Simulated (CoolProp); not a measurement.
Vapour-liquid equilibrium of CH2F2 (R32) (1) + propylene (2) at 217.8 K; x and y are mole fractions of (1).

The numbers come from the multi-fluid Helmholtz-energy mixture model, Tillner-Roth 1997 and Lemmon 2013; pair parameters Bell 2016 in CoolProp.

| x | bubble pressure, mixture model (MPa) | bubble pressure, Raoult's law (MPa) | y, mixture model | y, Raoult's law |
|---|---|---|---|---|
| 0.05 | 0.08628 | 0.07095 | 0.218 | 0.059 |
| 0.2 | 0.1122 | 0.07295 | 0.459 | 0.229 |
| 0.35 | 0.1208 | 0.07495 | 0.534 | 0.390 |
| 0.5 | 0.1228 | 0.07695 | 0.563 | 0.543 |
| 0.65 | 0.1227 | 0.07895 | 0.581 | 0.688 |
| 0.8 | 0.1198 | 0.08095 | 0.620 | 0.826 |
| 0.95 | 0.1011 | 0.08294 | 0.796 | 0.958 |

The largest gap from Raoult's law is +61.2 % in bubble pressure, at x = 0.35. y crosses x between x = 0.5 and 0.65: the model has an azeotrope there.

Pair parameters are fitted to limited data, so mixtures are less certain than the pure fluids. With so large a gap from Raoult's law the liquid may split in two, which this calculation doesn't test in full.
